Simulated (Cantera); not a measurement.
**Carbon deposition, reforming and gasification: toluene + O2 + N2**

A closed system holds: 1 mol toluene, 0.0068 mol O2, 0.21 mol N2, held at 0.330 bar.

Cantera equilibrium calculation (NASA polynomials, part measured and part estimated; ideal gas, pure solids and liquids). Candidate condensed phases: C, C6H6, C7H8, C8H18, H2O; 136 gas species. The numbers say what is thermodynamically allowed, not how fast it happens.

From 702 °C to 1702 °C the condensed part is C(graphite). The main C-bearing gas is CH4 at 702 °C and CO at 1702 °C.

```tsv
T (°C)	x H2	x N2	x CH4	x CO	x HCN	x H	x C2H2 (acetylene)	n C(graphite)
702	0.911	0.0514	0.0344	0.00282	7.45e-7	1.90e-9	5.19e-10	6.85
802	0.933	0.0504	0.0130	0.00314	3.44e-6	2.47e-8	7.02e-9	6.93
902	0.941	0.0500	0.00560	0.00320	1.22e-5	2.07e-7	5.99e-8	6.96
1002	0.944	0.0498	0.00273	0.00322	3.53e-5	1.25e-6	3.63e-7	6.97
1102	0.945	0.0497	0.00147	0.00322	8.75e-5	5.80e-6	1.68e-6	6.98
1202	0.946	0.0497	0.000858	0.00322	0.000192	2.20e-5	6.31e-6	6.98
1302	0.946	0.0496	0.000537	0.00322	0.000379	7.04e-5	2.00e-5	6.98
1402	0.946	0.0494	0.000356	0.00322	0.000689	0.000197	5.49e-5	6.98
1502	0.946	0.0491	0.000247	0.00322	0.00117	0.000490	0.000135	6.98
1602	0.945	0.0487	0.000178	0.00322	0.00187	0.00111	0.000299	6.97
1702	0.943	0.0482	0.000133	0.00322	0.00284	0.00231	0.000612	6.97
```
x: gas mole fraction; n: condensed amount in mol.
